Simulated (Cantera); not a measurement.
Mixture: C3H8 : O2 : N2 = 1 : 2.94 : 19.7 (molar parts), equivalence ratio 1.7, at 1.00 bar, adiabatic and at constant volume. Ignition delay is the time to a rise of 400 K.

Detailed kinetics in Cantera: GRI-Mech 3.0 (53 species, 325 reactions). GRI-Mech 3.0 was tuned for natural gas; its chemistry of propane as a main component is partial and can be far from experiment.

Q: What does this change do: pressure from 1.00 bar to 8.60 bar?

A: 
| quantity | before | after |
|---|---|---|
| delay at 1175 K | 14.4 ms | 4.41 ms |
| delay at 1275 K | 2.10 ms | 0.700 ms |
| delay at 1375 K | 0.454 ms | 0.144 ms |
| delay at 1475 K | 0.141 ms | 40.0 µs |
| delay at 1575 K | 58.3 µs | 14.5 µs |
| delay at 1675 K | 30.1 µs | 6.57 µs |
| apparent activation energy between 1475 and 1675 K | 160 kJ/mol | 190 kJ/mol |

Q: What does this change do: N2 19.7 to 40 parts?

A: 
```
quantity                                                before       after
--------------------------------------------------  ----------  ----------
delay at 1175 K                                        14.4 ms     23.3 ms
delay at 1275 K                                        2.10 ms     3.45 ms
delay at 1375 K                                       0.454 ms    0.752 ms
delay at 1475 K                                       0.141 ms    0.234 ms
delay at 1575 K                                        58.3 µs     98.0 µs
delay at 1675 K                                        30.1 µs     51.3 µs
apparent activation energy between 1475 and 1675 K  160 kJ/mol  160 kJ/mol
```

Q: What does this change do: N2 19.7 to 34 parts?

A: 
| quantity | before | after |
|---|---|---|
| delay at 1175 K | 14.4 ms | 20.9 ms |
| delay at 1275 K | 2.10 ms | 3.07 ms |
| delay at 1375 K | 0.454 ms | 0.670 ms |
| delay at 1475 K | 0.141 ms | 0.208 ms |
| delay at 1575 K | 58.3 µs | 86.5 µs |
| delay at 1675 K | 30.1 µs | 45.0 µs |
| apparent activation energy between 1475 and 1675 K | 160 kJ/mol | 160 kJ/mol |
